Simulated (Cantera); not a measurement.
Cantera run, input and output.

```python
import numpy as np
import cantera as ct

gas = ct.Solution("gri30.yaml")
gas.TPX = 1273, 6500, {'N2O': 6, 'H2O': 0.0063}
reactor = ct.IdealGasConstPressureReactor(gas, energy="off", clone=False)
net = ct.ReactorNet([reactor])
net.rtol, net.atol = 1e-08, 1e-18
show = ['N2O', 'H2O', 'H2O2', 'NO', 'HO2']
times = np.geomspace(0.0001, 10, 14)

steps = ct.SolutionArray(gas, extra=["t"])
rows = []
print(f"{'t/s':>10s}{'T/K':>9s}{'P/Pa':>11s}" + "".join(f"{s:>11s}" for s in show))
for t in times:
    while net.time < t:
        t_next = net.step()
        steps.append(gas.state, t=t_next)
    rows.append([np.interp(t, steps.t, y) for y in (steps.T, steps.P, *steps(*show).X.T)])
    print(f"{t:10.3e}{rows[-1][0]:9.1f}{rows[-1][1]:11.4g}" + "".join(f"{x:11.3e}" for x in rows[-1][2:]))
rate = np.gradient(steps.T, steps.t)
print("integrator steps:", len(steps.t))
if steps.T.max() > steps.T[0] + 200:
    print(f"time of steepest temperature rise: {steps.t[rate.argmax()]:.4e} s")
gas.TPX = 1273, 6500, {'N2O': 6, 'H2O': 0.0063}
gas.equilibrate("TP")
print(f"equilibrium (TP): T = {gas.T:.1f} K  " + "  ".join(f"{s} {gas[s].X[0]:.3e}" for s in show))
```

It prints:

```
       t/s      T/K       P/Pa        N2O        H2O       H2O2         NO        HO2
 1.000e-04   1273.0       6500  9.989e-01  1.049e-03  1.476e-16  9.235e-07  9.380e-11
 2.424e-04   1273.0       6500  9.989e-01  1.049e-03  3.753e-15  3.476e-06  9.240e-10
 5.878e-04   1273.0       6500  9.988e-01  1.049e-03  8.099e-14  1.037e-05  7.085e-09
 1.425e-03   1273.0       6500  9.986e-01  1.049e-03  1.944e-12  2.720e-05  4.286e-08
 3.455e-03   1273.0       6500  9.982e-01  1.048e-03  5.387e-11  6.796e-05  1.999e-07
 8.377e-03   1273.0       6500  9.971e-01  1.047e-03  7.035e-10  1.663e-04  5.888e-07
 2.031e-02   1273.0       6500  9.945e-01  1.046e-03  1.979e-09  4.008e-04  9.019e-07
 4.924e-02   1273.0       6500  9.881e-01  1.043e-03  1.621e-09  9.532e-04  8.019e-07
 1.194e-01   1273.0       6500  9.729e-01  1.037e-03  6.847e-10  2.263e-03  5.003e-07
 2.894e-01   1273.0       6500  9.373e-01  1.024e-03  2.670e-10  5.359e-03  2.627e-07
 7.017e-01   1273.0       6500  8.581e-01  9.960e-04  1.466e-10  1.231e-02  1.192e-07
 1.701e+00   1273.0       6500  6.994e-01  9.405e-04  1.180e-10  2.622e-02  4.782e-08
 4.125e+00   1273.0       6500  4.437e-01  8.512e-04  1.039e-10  4.847e-02  1.684e-08
 1.000e+01   1273.0       6500  1.692e-01  7.555e-04  8.696e-11  7.185e-02  5.144e-09
integrator steps: 1189
equilibrium (TP): T = 1273.0 K  N2O 6.065e-09  H2O 6.988e-04  H2O2 4.565e-12  NO 3.850e-04  HO2 1.719e-09
```

Model: GRI-Mech 3.0 (53 species, 325 reactions), integrated in Cantera. GRI-Mech 3.0 was tuned for natural gas; its chemistry of N2O as a main component is partial and can be far from experiment. The mechanism lacks the step 2 NO + O2 → 2 NO2, which can matter for NO2 below about 1400 K. The temperature is held fixed by assumption; the heat of reaction is taken as removed at once.
